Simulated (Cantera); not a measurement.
An isothermal, constant-pressure homogeneous reactor starts with 16.1 % NH₃, 83.9 % N₂, at 1798 K and 18.8 Torr.

Detailed kinetics in Cantera: the gas-phase N/H chemistry of the illustrative SiF4/NH3 mechanism in the Surface Chemkin manual (1991). Walls and surfaces, which speed up NH3 decomposition in real reactors, are not modelled.

x: mole fraction; the columns are a selection and need not sum to one.

| t (s) | x NH₃ | x N₂H₄ | x N₂ | x H | x NH |
|---|---|---|---|---|---|
| 0.000200 | 0.161 | <1e-12 | 0.839 | 6.13e-8 | 4.00e-11 |
| 0.000540 | 0.161 | 1.04e-12 | 0.839 | 6.14e-8 | 3.76e-10 |
| 0.00146 | 0.161 | 8.04e-12 | 0.839 | 6.17e-8 | … |
| 0.00394 | 0.161 | 5.95e-11 | 0.839 | 6.50e-8 | 3.97e-8 |
| 0.0106 | 0.161 | 4.31e-10 | 0.839 | 9.48e-8 | 2.65e-7 |
| 0.0287 | 0.161 | 2.84e-9 | 0.839 | 3.66e-7 | 1.05e-6 |
| 0.0775 | 0.159 | … | 0.838 | … | … |
| 0.209 | 0.155 | 6.18e-9 | 0.837 | 6.56e-6 | 3.29e-6 |
| 0.565 | 0.142 | 4.19e-9 | 0.833 | 1.57e-5 | 3.98e-6 |
| 1.52 | 0.117 | 2.52e-9 | 0.826 | 3.45e-5 | 4.04e-6 |
| 4.12 | 0.0742 | 1.13e-9 | 0.813 | 7.12e-5 | 3.38e-6 |
| 11.1 | 0.0284 | 2.58e-10 | 0.800 | 0.000135 | 2.17e-6 |
| 30.0 | 0.00439 | 1.66e-11 | 0.793 | 0.000262 | 9.31e-7 |

Question: Some entries are withheld; supply them.

Answer: 
- 0.00146, x NH: 3.90e-9
- 0.0775, x N₂H₄: 7.49e-9
- 0.0775, x H: 2.14e-6
- 0.0775, x NH: 2.40e-6
